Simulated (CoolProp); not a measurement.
A Linde-Hampson liquefier for CF4 (R14): isothermal reversible compression at 300 K from 1 atm to 10 MPa, throttling to 1 atm, return gas leaving the recuperator 0 K below the feed. Each further row changes one setting.

The numbers come from the reference Helmholtz-energy equation of state, Platzer 1990 in CoolProp. This equation is an older, rougher fit; its heat capacities, sound speeds and derivatives of the liquid may be far off and weren't checked against measurements.

```json
[
 {"case": "as stated", "liquid yield per pass": "0.185", "compression work (kJ/kg of gas)": "121"},
 {"case": "high pressure 20 MPa", "liquid yield per pass": "(withheld)", "compression work (kJ/kg of gas)": "(withheld)"},
 {"case": "warm-end temperature 330 K", "liquid yield per pass": "0.129", "compression work (kJ/kg of gas)": "(withheld)"},
 {"case": "warm-end gap 5 K", "liquid yield per pass": "0.172", "compression work (kJ/kg of gas)": "121"}
]
```

What belongs in the gaps?


- high pressure 20 MPa, liquid yield per pass: 0.274
- high pressure 20 MPa, compression work (kJ/kg of gas): 135
- warm-end temperature 330 K, compression work (kJ/kg of gas): 136
